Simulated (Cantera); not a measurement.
Input (Python, Cantera):

```python
import numpy as np
import cantera as ct

gas = ct.Solution("gri30.yaml")


def delay(T, t_max=10):
    gas.TPX = T, 1000000, {'CH4': 1, 'H2': 1.3, 'O2': 2.65, 'N2': 9.96, 'H2O': 3, 'C2H6': 0.047}
    reactor = ct.IdealGasConstPressureReactor(gas, clone=False)
    net = ct.ReactorNet([reactor])
    net.rtol, net.atol = 1e-8, 1e-16
    while net.time < t_max:
        t_old, T_old = net.time, reactor.T
        net.step()
        if reactor.T > T + 400:  # ignition: a rise of 400 K
            return t_old + (T + 400 - T_old) / (reactor.T - T_old) * (net.time - t_old)
    return np.nan


taus = []
for T in [1250, 1350, 1450, 1550, 1650, 1750, 1850, 1950, 2050, 2150]:
    taus.append(delay(T))
    print(f"T0 = {T:6g} K   tau = {taus[-1]:.4e} s")
```

It prints:

```
T0 =   1250 K   tau = 2.0653e-04 s
T0 =   1350 K   tau = 6.4586e-05 s
T0 =   1450 K   tau = 2.7833e-05 s
T0 =   1550 K   tau = 1.4380e-05 s
T0 =   1650 K   tau = 8.1343e-06 s
T0 =   1750 K   tau = 4.8785e-06 s
T0 =   1850 K   tau = 3.0776e-06 s
T0 =   1950 K   tau = 2.0400e-06 s
T0 =   2050 K   tau = 1.4194e-06 s
T0 =   2150 K   tau = 1.0339e-06 s
```

Detailed kinetics in Cantera: GRI-Mech 3.0 (53 species, 325 reactions).
